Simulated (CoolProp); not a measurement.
Neopentane at several states: Z from the reference equation and from simpler models built on Tc = 433.7 K, pc = 3.196 MPa, ω = 0.196; each cubic takes its own stable root.

Computed with CoolProp (reference Helmholtz-energy equation of state, Lemmon 2006). It is a short technical equation, of lower accuracy than the large ones.

```csv
T (K),p (MPa),phase,reference
439.8,0.0134,gas,0.9987
341.1,4.73,liquid,0.2209
448.4,0.282,gas,0.9728
342.3,5.41,liquid,0.2516
521.9,0.259,gas,0.9850
514.4,0.0142,gas,0.9991
```

Task: How far does each simpler model (van der Waals, Peng-Robinson) lie from the reference over these 6 states: mean and median of the absolute difference, and the worst?

Result: 
- van der Waals: mean 17.2 %, median 0.2 %, worst +51.9 % at 341.1 K and 4.73 MPa
- Peng-Robinson: mean 2.1 %, median 0.3 %, worst -6.2 % at 342.3 K and 5.41 MPa
